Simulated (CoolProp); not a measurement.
Saturated liquid density (kg/m³) of R113: the reference equation beside estimates from Tc = 487.2 K, pc = 33.92 bar, ω = 0.253. Rackett uses Z = 0.29056 − 0.08775 ω.

The numbers come from the reference Helmholtz-energy equation of state, Marx 1992 in CoolProp.

```csv
T (K),reference,Rackett,Redlich-Kwong
295.9,1568,1600,1415
300.5,1557,1589,1404
305.2,1546,1578,1393
309.9,1535,1566,1381
314.6,1523,1554,1370
319.3,1512,1542,1357
324,1500,1530,1345
328.6,1489,1518,1333
333.3,1477,1506,1320
338,1465,1494,1307
342.7,1452,1481,1294
347.4,1440,1468,1280
```

Absolute difference from the reference over all 12 rows, mean and median: Rackett 2.0 and 2.0 %, Redlich-Kwong 10.3 and 10.3 %.
